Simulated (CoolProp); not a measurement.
Model: reference Helmholtz-energy equation of state, Schmidt 1985, in CoolProp.

**Question.** For oxygen, give the phase and the Joule-Thomson coefficient (K/MPa), isothermal compressibility (1/MPa), expansivity (1/kK), viscosity (µPa s) at 158.7 K and 5.65 MPa.

**Answer.** 
- 158.7 K and 5.65 MPa: supercritical; Joule-Thomson coefficient 5.86, isothermal compressibility 1.03, expansivity 154, viscosity 20.0

Viscosity comes from a separate model (Lemmon 2004).
